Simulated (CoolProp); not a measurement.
The numbers come from the reference Helmholtz-energy equation of state, Lemmon 2013 in CoolProp.

Question: For propylene, give the phase and the cp (kJ/(kg K)), isothermal compressibility (1/MPa), viscosity (µPa s), conductivity (mW/(m K)) at 195.7 K and 0.85 MPa.

Answer: 
- 195.7 K and 0.85 MPa: liquid; cp 2.10, isothermal compressibility 0.00127, viscosity 284, conductivity 158

Viscosity comes from a separate model (Huber 2003), an estimate that may be off by 10 % or more. Thermal conductivity comes from a separate model (Huber 2003), an estimate that may be off by 10 % or more.
